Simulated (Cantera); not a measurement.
Cantera run:

```python
import numpy as np
import cantera as ct

gas_names = """
    CL CL2 H HCL H2 Si SiCL SiCL2 SiCL3 SiCL4 SiH SiHCL3 SiH2 SiH2CL2 SiH3 SiH3CL SiH4 Si2 Si3
""".split()
cond_names = """
    Si(cr) Si(L)
""".split()


def load(file, names, dense=False):
    # The tables refer to 1 bar. Condensed volumes are neglected.
    table = {s.name: s for s in ct.Species.list_from_file(file)}
    out = []
    for n in names:
        d = dict(table[n].input_data)
        d["thermo"] = dict(d["thermo"], **{"reference-pressure": 1e5})
        if dense:
            d["equation-of-state"] = {"model": "constant-volume", "density": "1e6 g/cm^3"}
        out.append(ct.Species.from_dict(d))
    return out


gas = ct.Solution(thermo="ideal-gas", species=load("nasa_gas.yaml", gas_names))
cond = {s.name: ct.Solution(thermo="fixed-stoichiometry", species=[s], name=s.name)
        for s in load("nasa_condensed.yaml", cond_names, dense=True)}
atoms = {
    'Si': {'Si': 1},
    'Cl2': {'CL': 2},
    'H2': {'H': 2},
}
top_T = {}  # K; cautious upper limits of use, not melting points


def equilibrate(T, P, feed):
    n = {}
    for name, mol in feed.items():
        for a, k in atoms[name].items():
            n[a] = n.get(a, 0.0) + k * mol
    gas.TPX = T, P, n
    mass = sum(n.values()) * gas.mean_molecular_weight
    gas.equilibrate("TP")
    valid = [c for c in cond.values() if c.min_temp <= T <= top_T.get(c.name, c.max_temp)]
    mix = ct.Mixture([(gas, mass / gas.mean_molecular_weight)] + [(c, 0.0) for c in valid])
    mix.T, mix.P = T, P
    mix.equilibrate("TP", solver="vcs", rtol=1e-11, max_steps=5000)
    return mix


results = []
T = 1223.15  # K
P = 101325  # Pa
for m in [0.46, 0.76, 1.2, 2.1, 3.4, 5.6, 9.1, 15]:
    feed = {'Si': 1, 'Cl2': 2.2, 'H2': m}  # mol
    mix = equilibrate(T, P, feed)
    results.append((T, P, feed, dict(zip(mix.species_names, mix.species_moles))))
    x = sorted(zip(gas.X, gas.species_names), reverse=True)
    print(f"T = {T:g} K  P = {P:g} Pa  n(H2) = {m:g} mol  gas = {mix.phase_moles(0):.4g} mol")
    print("   x: " + "  ".join(f"{s} {v:.3e}" for v, s in x if v > 0.0001))
    print("   condensed (mol): " + ("  ".join(f"{mix.phase(i).name} {mix.phase_moles(i):.4g}"
          for i in range(1, mix.n_phases) if mix.phase_moles(i) > 1e-12) or "none"))
```

Result:

```
T = 1223.15 K  P = 101325 Pa  n(H2) = 0.46 mol  gas = 1.665 mol
   x: SiCL4 5.855e-01  HCL 2.559e-01  H2 1.433e-01  SiHCL3 1.013e-02  SiCL3 4.789e-03  SiCL2 3.120e-04
   condensed (mol): none
T = 1223.15 K  P = 101325 Pa  n(H2) = 0.76 mol  gas = 1.967 mol
   x: SiCL4 4.844e-01  H2 2.636e-01  HCL 2.280e-01  SiHCL3 1.730e-02  SiCL3 6.029e-03  SiCL2 5.978e-04
   condensed (mol): none
T = 1223.15 K  P = 101325 Pa  n(H2) = 1.2 mol  gas = 2.41 mol
   x: H2 3.871e-01  SiCL4 3.839e-01  HCL 1.980e-01  SiHCL3 2.318e-02  SiCL3 6.668e-03  SiCL2 9.227e-04  SiH2CL2 1.866e-04
   condensed (mol): none
T = 1223.15 K  P = 101325 Pa  n(H2) = 2.1 mol  gas = 3.316 mol
   x: H2 5.396e-01  SiCL4 2.652e-01  HCL 1.588e-01  SiHCL3 2.784e-02  SiCL3 6.782e-03  SiCL2 1.382e-03  SiH2CL2 3.896e-04
   condensed (mol): none
T = 1223.15 K  P = 101325 Pa  n(H2) = 3.4 mol  gas = 4.623 mol
   x: H2 6.573e-01  SiCL4 1.788e-01  HCL 1.264e-01  SiHCL3 2.872e-02  SiCL3 6.340e-03  SiCL2 1.791e-03  SiH2CL2 6.152e-04
   condensed (mol): none
T = 1223.15 K  P = 101325 Pa  n(H2) = 5.6 mol  gas = 6.834 mol
   x: H2 7.567e-01  SiCL4 1.110e-01  HCL 9.692e-02  SiHCL3 2.678e-02  SiCL3 5.508e-03  SiCL2 2.177e-03  SiH2CL2 8.611e-04
   condensed (mol): none
T = 1223.15 K  P = 101325 Pa  n(H2) = 9.1 mol  gas = 10.35 mol
   x: H2 8.301e-01  HCL 7.325e-02  SiCL4 6.560e-02  SiHCL3 2.296e-02  SiCL3 4.510e-03  SiCL2 2.471e-03  SiH2CL2 1.072e-03
   condensed (mol): none
T = 1223.15 K  P = 101325 Pa  n(H2) = 15 mol  gas = 16.27 mol
   x: H2 8.845e-01  HCL 5.403e-02  SiCL4 3.593e-02  SiHCL3 1.817e-02  SiCL3 3.457e-03  SiCL2 2.650e-03  SiH2CL2 1.225e-03
   condensed (mol): none
```

These are equilibrium values from Cantera (NASA tables, ideal gas, pure condensed phases), not measurements of a reactor. The tables' values for SiCl3 are old estimates; treat these amounts as uncertain.
